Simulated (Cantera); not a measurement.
Input (Python, Cantera):

```python
import numpy as np
import cantera as ct

gas = ct.Solution("h2o2.yaml")
gas.TPX = 1375, 28000, {'H2': 1.2, 'O2': 1, 'N2': 5.1}
inlet = ct.Reservoir(gas, clone=True)

reactor = ct.IdealGasConstPressureReactor(gas, energy="off", clone=False)
exhaust = ct.Reservoir(gas, clone=True)
tau = [4, 1.7, 0.75, 0.32, 0.14, 0.061, 0.026, 0.011, 0.0049, 0.0021, 0.00093][0]
for a, b in ((inlet, reactor), (reactor, exhaust)):
    ct.MassFlowController(a, b, mdot=lambda t: reactor.mass / tau)
net = ct.ReactorNet([reactor])
show = ['H2', 'O2', 'H', 'OH', 'H2O']

rows = []
print(f"{'tau/s':>10s}{'T/K':>9s}" + "".join(f"{s:>11s}" for s in show))
for tau in [4, 1.7, 0.75, 0.32, 0.14, 0.061, 0.026, 0.011, 0.0049, 0.0021, 0.00093]:
    net.initial_time = 0.0
    net.advance(30 * tau)
    before = gas.X
    net.advance(40 * tau)
    drift = np.max(np.abs(gas.X - before) / (gas.X + 1e-9))
    rows.append([gas.T, *gas[show].X, drift])
    print(f"{tau:10.3e}{gas.T:9.1f}" + "".join(f"{x:11.3e}" for x in gas[show].X))
```

It prints:

```
     tau/s      T/K         H2         O2          H         OH        H2O
 4.000e+00   1375.0  6.563e-05  5.963e-02  5.028e-06  3.268e-04  1.788e-01
 1.700e+00   1375.0  1.164e-04  5.961e-02  1.194e-05  4.356e-04  1.787e-01
 7.500e-01   1375.0  2.011e-04  5.960e-02  2.731e-05  5.734e-04  1.785e-01
 3.200e-01   1375.0  3.545e-04  5.958e-02  6.447e-05  7.634e-04  1.782e-01
 1.400e-01   1375.0  6.120e-04  5.959e-02  1.478e-04  1.008e-03  1.778e-01
 6.100e-02   1375.0  1.053e-03  5.962e-02  3.384e-04  1.331e-03  1.770e-01
 2.600e-02   1375.0  1.819e-03  5.974e-02  7.842e-04  1.767e-03  1.756e-01
 1.100e-02   1375.0  3.111e-03  6.003e-02  1.800e-03  2.342e-03  1.731e-01
 4.900e-03   1375.0  5.049e-03  6.060e-02  3.832e-03  3.026e-03  1.693e-01
 2.100e-03   1375.0  8.117e-03  6.171e-02  8.082e-03  3.892e-03  1.626e-01
 9.300e-04   1375.0  1.224e-02  6.353e-02  1.544e-02  4.829e-03  1.527e-01
```

Model: the H2/O2 subset of GRI-Mech 3.0, which has no nitrogen chemistry, integrated in Cantera. The temperature is held fixed by assumption; the heat of reaction is taken as removed at once.
